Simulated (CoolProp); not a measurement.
Vapour-liquid equilibrium of hydrogen sulfide (1) + n-butane (2) at 287.7 K; x and y are mole fractions of (1).

Model: multi-fluid Helmholtz-energy mixture model, Lemmon 2006 and Bücker 2006; pair parameters Kunz 2012, in CoolProp.

**Question.** Give the bubble pressure and the first vapour's composition at x = 0.15, 0.25, 0.35. Is there an azeotrope?

**Answer.** x = 0.15: 0.5296 MPa, y = 0.690; x = 0.25: 0.7198 MPa, y = 0.784; x = 0.35: 0.8763 MPa, y = 0.834. No azeotrope shows between x = 0.05 and 0.95.

The pair parameters rest on a limited set of measurements; away from them the model extrapolates.
